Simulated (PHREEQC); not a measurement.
Make-up at 20 °C: 68 mmol/kgw Na2CO3. Closed to the air; pH follows from the charge balance.

The numbers come from PHREEQC with the ion-association model, phreeqc.dat.

This is a speciation only: nothing precipitates in the calculation.

Task: Order these C species by the share of C that they hold, largest first: CO3-2, NaHCO3, HCO3-, NaCO3-.

Result: CO3-2 (62 %), NaCO3- (34 %), HCO3- (3.0 %), NaHCO3 (0.11 %)

The pH is 11.35 and the ionic strength 0.155 mol/kgw. Complexes and solids missing from the database can't appear.
